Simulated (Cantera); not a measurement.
Input (Python, Cantera) and output of one run.

```python
import numpy as np
import cantera as ct

gas_names = """
    C CH CH2 CH3 CH2OH CH3O CH4 CH3OH CO CO2 COOH C2 C2H CHCO,ketyl C2H2,acetylene C2H2,vinylidene
    CH2CO,ketene C2H3,vinyl CH3CO,acetyl C2H4 C2H4O,ethylen CH3CHO,ethanal CH3COOH (HCOOH)2 C2H5 C2H6
    CH3OCH3 C2H5OH C2O C3 C3H3,propargyl C3H4,allene C3H4,propyne C3H4,cyclo- C3H5,allyl C3H6,propylene
    C3H6,cyclo- C3H6O C3H7,n-propyl C3H7,i-propyl C3H8 C3H8O,1propanol C3H8O,2propanol C3O2 C4 C4H2
    C4H4,1,3-cyclo- C4H6,butadiene C4H6,2-butyne C4H6,cyclo- C4H8,1-butene C4H8,cis2-buten
    C4H8,tr2-butene C4H8,isobutene C4H8,cyclo- (CH3COOH)2 C4H9,n-butyl C4H9,i-butyl C4H9,s-butyl
    C4H9,t-butyl C4H10,isobutane C4H10,n-butane C5 C5H6,1,3cyclo- C5H8,cyclo- C5H10,1-pentene
    C5H10,cyclo- C5H11,pentyl C5H11,t-pentyl C5H12,n-pentane C5H12,i-pentane CH3C(CH3)2CH3 C6H2
    C6H5,phenyl C6H5O,phenoxy C6H6 C6H5OH,phenol C6H10,cyclo- C6H12,1-hexene C6H12,cyclo- C6H13,n-hexyl
    C7H7,benzyl C7H8 C7H8O,cresol C7H14,1-heptene C7H15,n-heptyl C7H16,n-heptane C8H8,styrene
    C8H10,ethylbenz C8H16,1-octene C8H17,n-octyl C8H18,isooctane C8H18,n-octane C9H19,n-nonyl
    C10H8,naphthale C10H21,n-decyl C12H9,o-bipheny C12H10,bipheny Cu CuO Cu2 H HCO HO2 H2
    HCHO,formaldehy HCOOH H2O H2O2 O OH O2 O3
""".split()
cond_names = """
    C(gr) C6H6(L) C7H8(L) C8H18(L),n-octa Cu(cr) Cu(L) CuO(s) CuO2H2(s) Cu2O(s) Cu2O(L) H2O(s) H2O(L)
""".split()


def load(file, names, dense=False):
    # The tables refer to 1 bar. Condensed volumes are neglected.
    table = {s.name: s for s in ct.Species.list_from_file(file)}
    out = []
    for n in names:
        d = dict(table[n].input_data)
        d["thermo"] = dict(d["thermo"], **{"reference-pressure": 1e5})
        if dense:
            d["equation-of-state"] = {"model": "constant-volume", "density": "1e6 g/cm^3"}
        out.append(ct.Species.from_dict(d))
    return out


gas = ct.Solution(thermo="ideal-gas", species=load("nasa_gas.yaml", gas_names))
cond = {s.name: ct.Solution(thermo="fixed-stoichiometry", species=[s], name=s.name)
        for s in load("nasa_condensed.yaml", cond_names, dense=True)}
atoms = {
    'Cu2O': {'Cu': 2, 'O': 1},
    'C': {'C': 1},
    'H2': {'H': 2},
}
top_T = {'C(gr)': 4500, 'CuO(s)': 1390}  # K; cautious upper limits of use, not melting points


def equilibrate(T, P, feed):
    n = {}
    for name, mol in feed.items():
        for a, k in atoms[name].items():
            n[a] = n.get(a, 0.0) + k * mol
    gas.TPX = T, P, n
    mass = sum(n.values()) * gas.mean_molecular_weight
    gas.equilibrate("TP")
    valid = [c for c in cond.values() if c.min_temp <= T <= top_T.get(c.name, c.max_temp)]
    mix = ct.Mixture([(gas, mass / gas.mean_molecular_weight)] + [(c, 0.0) for c in valid])
    mix.T, mix.P = T, P
    mix.equilibrate("TP", solver="vcs", rtol=1e-11, max_steps=5000)
    return mix


results = []
feed = {'Cu2O': 1, 'C': 1.5, 'H2': 0.11}  # mol
T = 975  # K
P = 31  # Pa
mix = equilibrate(T, P, feed)
results.append((T, P, feed, dict(zip(mix.species_names, mix.species_moles))))
print(gas.report(threshold=0.001))
for i in range(1, mix.n_phases):
    print(f"{mix.phase(i).name:16s} {mix.phase_moles(i):12.5e} mol")
```

Output:

```
       temperature   975 K
          pressure   31 Pa
           density   9.7274e-05 kg/m^3
  mean mol. weight   25.437 kg/kmol
   phase of matter   gas

                          1 kg             1 kmol
                     ---------------   ---------------
          enthalpy       -3.1006e+06       -7.8873e+07  J
   internal energy       -3.4193e+06       -8.6979e+07  J
           entropy             11669        2.9683e+05  J/K
    Gibbs function       -1.4478e+07       -3.6828e+08  J
 heat capacity c_p              1288             32763  J/K
 heat capacity c_v            961.13             24449  J/K

                      mass frac. Y      mole frac. X     chem. pot. / RT
                     ---------------   ---------------   ---------------
                CO           0.99172           0.90063           -47.353
                H2         0.0078546          0.099107           -27.833
     [ +111 minor]        0.00042992        0.00025857

C(gr)             5.00286e-01 mol
Cu(cr)            2.00000e+00 mol
CuO(s)            0.00000e+00 mol
CuO2H2(s)         0.00000e+00 mol
Cu2O(s)           0.00000e+00 mol
```

These are equilibrium values from Cantera (NASA tables, ideal gas, pure condensed phases), not measurements of a reactor.
